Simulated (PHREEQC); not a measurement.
Solution (5 °C): 50 mmol/kgw KOH. Closed to the air; pH follows from the charge balance.

The numbers come from PHREEQC with the ion-association model, phreeqc.dat.

The pH is 13.34 and the ionic strength is 0.0500 mol/kgw. The specific conductance is 6960 µS/cm and the total alkalinity comes out as 50.0 meq/kg.

```
species  molality  activity   log γ
-------  --------  --------  ------
OH-        0.0500    0.0408  -0.088
K+         0.0500    0.0409  -0.087
```

This is a speciation only: nothing precipitates in the calculation. Constants without temperature data keep their 25 °C values here.
